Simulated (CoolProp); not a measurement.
Properties of n-heptane at several states.

The numbers come from the reference Helmholtz-energy equation of state, Span 2003 in CoolProp. It is a short technical equation, of lower accuracy than the large ones.

```tsv
T (K)	p (MPa)	phase	Joule-Thomson coefficient (K/MPa)	expansivity (1/kK)	Prandtl number	fugacity coefficient
573	0.0446	gas	6.446	1.775	0.742	0.9954
422.6	0.0741	gas	18.67	2.579	0.756	0.9771
382.4	1.86	liquid	-0.2524	1.573	4.85	0.07613
231.2	0.668	liquid	-0.4941	1.123	14.2	0.0001012
299	3.99	liquid	-0.4197	1.201	7.29	0.002001
```

Viscosity comes from a separate model (Michailidou 2014). Thermal conductivity comes from a separate model (Assael 2013).
